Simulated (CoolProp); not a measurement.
A single-stage vapour-compression cycle with n-pentane: evaporating at 323.15 K (dew point), condensing at 370.15 K (bubble point), superheat 0 K, subcooling 5 K, compressor efficiency 0.9, no pressure losses. Each further row changes one setting.

Values from CoolProp's reference Helmholtz-energy equation of state, Thol 2019.

```
case                              cooling COP  pressure ratio  discharge temperature (K)  refrigerating effect (kJ/kg)  volumetric capacity (kJ/m³)
--------------------------------  -----------  --------------  -------------------------  ----------------------------  ---------------------------
as stated                                5.01            3.48                      370.2                           239                         1090
evaporating temperature 328.15 K         5.86            2.99                      370.2                           247                         1300
condensing temperature 365.15 K          5.81            3.10                      365.2                           252                         1150
subcooling 10 K                          5.29            3.48                      370.2                           252                         1150
superheat 10 K                           5.12            3.48                      370.2                           257                         1130
compressor efficiency 0.8                4.46            3.48                      370.2                           239                         1090
```

The compression ends wet for: as stated; evaporating temperature 328.15 K; condensing temperature 365.15 K; subcooling 10 K; superheat 10 K; compressor efficiency 0.8.
